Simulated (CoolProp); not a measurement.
The fluid at 283.87 K and 3.98 MPa is throttled through a valve to 0.466 MPa with no heat exchange. The same conditions are run with several fluids, on thermodynamics alone (safety and materials aside).

Computed with CoolProp (reference Helmholtz-energy equation of state of each fluid (C2F6 (R116): Lemmon 2006; R404A: Lemmon 2003; neopentane: Lemmon 2006; R13: Platzer 1990; hydrogen sulfide: Lemmon 2006)). The equations of Platzer and Polt are older, rougher fits. Blends and air are pseudo-pure fits.

| fluid | temperature change (K) | final phase | final density (kg/m³) |
|---|---|---|---|
| C2F6 (R116) | (withheld) | (withheld) | 60.5 |
| R404A | -18.9 | two-phase, vapour fraction 0.152 | (withheld) |
| neopentane | +1.3 | (withheld) | 599 |
| R13 | -57.9 | two-phase, vapour fraction 0.480 | (withheld) |
| hydrogen sulfide | -35.2 | two-phase, vapour fraction 0.148 | (withheld) |

### Question
Complete the blanks.

### Answer

- C2F6 (R116), temperature change (K): -54.7
- C2F6 (R116), final phase: two-phase, vapour fraction 0.633
- R404A, final density (kg/m³): 140
- neopentane, final phase: liquid
- R13, final density (kg/m³): 59.8
- hydrogen sulfide, final density (kg/m³): 52.8
